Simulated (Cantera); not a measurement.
Charge: 1 mol Fe2O3, 2400 mol H2, 1.4 mol H2O, held at 1523 K and 0.200 bar.

Method: chemical equilibrium by Gibbs-energy minimisation in Cantera with the NASA 1993 tables (ideal gas, pure condensed phases). Candidate condensed phases: Fe, FeO, Fe(OH)2, Fe(OH)3, Fe2O3, Fe3O4, H2O; 12 gas species. Kinetics and transport are ignored.

Q: What is the equilibrium state?

A: 
```json
{
 "x(H2)": "0.998",
 "x(H2O)": "0.00183",
 "x(H)": "5.16e-5",
 "x(Fe)": "1.21e-6",
 "n(Fe(γ))": "2.00 mol",
 "gas_amount": "2401 mol"
}
```
